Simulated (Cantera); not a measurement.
## Stirred combustor or abatement burner

A perfectly stirred reactor is fed with CH₄ : C₂H₆ : O₂ : N₂ = 1 : 1.2 : 8.86 : 33.3 (molar parts), at 5.13 atm; it is adiabatic with a 425 K inlet, and is followed from long to short residence time, starting on the burning branch (τ in s: 0.18, 0.075, 0.031, 0.013, 0.0055, 0.0023, 0.00097, 0.00041, 0.00017, 7.1e-05, 3e-05, 1.3e-05).

Detailed kinetics in Cantera: GRI-Mech 3.0 (53 species, 325 reactions).

| τ (s) | T (K) | x CH₄ | x C₂H₆ | x O₂ | x H₂O | x CO | x H₂ |
|---|---|---|---|---|---|---|---|
| 0.18 | 1961 | 6.24e-7 | 1.09e-7 | 0.0589 | 0.124 | 0.000178 | 5.70e-5 |
| 0.075 | 1960 | 1.36e-6 | 2.50e-7 | 0.0589 | 0.124 | 0.000237 | 6.81e-5 |
| 0.031 | 1958 | 2.76e-6 | 5.51e-7 | 0.0590 | 0.124 | 0.000363 | 9.20e-5 |
| 0.013 | 1955 | 5.17e-6 | 1.14e-6 | 0.0591 | 0.124 | 0.000602 | 0.000138 |
| 0.0055 | 1949 | 9.21e-6 | 2.25e-6 | 0.0593 | 0.123 | 0.00103 | 0.000222 |
| 0.0023 | 1939 | 1.64e-5 | 4.35e-6 | 0.0596 | 0.123 | 0.00180 | 0.000368 |
| 0.00097 | 1923 | 2.94e-5 | 8.25e-6 | 0.0602 | 0.122 | 0.00312 | 0.000606 |
| 0.00041 | 1897 | 5.51e-5 | 1.59e-5 | 0.0614 | 0.121 | 0.00537 | 0.000976 |
| 0.00017 | 1854 | 0.000115 | 3.30e-5 | 0.0637 | 0.119 | 0.00943 | 0.00154 |
| 7.1e-5 | 1775 | 0.000309 | 8.54e-5 | 0.0691 | 0.117 | 0.0176 | 0.00239 |
| 3.0e-5 | 425 | 0.0225 | 0.0271 | 0.200 | <1e-12 | <1e-12 | <1e-12 |
| 1.3e-5 | 425 | 0.0225 | 0.0271 | 0.200 | <1e-12 | <1e-12 | <1e-12 |
x: mole fraction; the columns are a selection and need not sum to one.
